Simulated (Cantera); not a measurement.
A diamond (100) surface in a fixed gas of H2 with x(CH4) = 0.027, x(CH3) = 4.1e-05, at 1400 K, 16.5 Torr; coverages are run to steady state.

Detailed kinetics in Cantera: the Harris–Goodwin 1993 mechanism for the reconstructed diamond (100) surface.

One state of this run: growth (µm/h) = 0.256; θ c6HH = 0.326; θ c6H* = 0.0600; θ c6*H = 0.548; θ c6** = 0.0663. θ: site fractions in the mechanism's names (c6HH fully hydrogenated, c6H* and c6*H radical sites, c6** diradical, c6HM methylated).

Question: Which value of x(H) does it belong to?
(A) 0.00051
(B) 0.0011
(C) 0.029
(D) 0.0026

Answer: C, 0.029
